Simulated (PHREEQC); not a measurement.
0.46 g of hydrous ferric oxide (600 m²/g; 0.2 weak and 0.005 strong sites per Fe, Dzombak-Morel constants, diffuse double layer) in 1 kg of water with 0.3 mol/kgw of an inert sodium salt and 0.00015 mol/kgw Na2HAsO4 and 0.00014 mol/kgw NiCl2, at 25 °C; the pH is set by adding NaOH or the inert anion's acid. Oxygen alone is held at its pressure in air (log pO2 = -0.68). No CO2 enters from the air. Precipitation was switched off in this run.

The numbers come from PHREEQC with the ion-association model, wateq4f.dat.

```
pH    As sorbed (%)  Ni sorbed (%)  surface charge σ (C/m²)
----  -------------  -------------  -----------------------
4             100.0            0.0                    0.280
4.5           100.0            0.1                    0.251
5             100.0            0.7                    0.211
5.5           100.0            4.8                    0.162
6             100.0           15.0               (withheld)
6.5           100.0           31.0                    0.068
7             100.0           67.8                    0.035
7.5            99.9           93.8               (withheld)
8              99.5           99.2                   -0.023
8.5      (withheld)           99.9                   -0.054
9              95.3          100.0                   -0.086
9.5            91.6          100.0                   -0.121
10             86.5          100.0                   -0.159
10.5           77.8          100.0                   -0.201
11             62.6          100.0               (withheld)
11.5           41.3           99.6               (withheld)
12             20.9           92.0                   -0.283
```

Task: Fill in the missing entries.

Result: 
- 6, surface charge σ (C/m²): 0.112
- 7.5, surface charge σ (C/m²): 0.006
- 8.5, As sorbed (%): 98.1
- 11, surface charge σ (C/m²): -0.241
- 11.5, surface charge σ (C/m²): -0.268

Along this series the solution becomes supersaturated in solids that the run did not let form, among them Ni(OH)2. The database has no arsenate complexes of Ni.
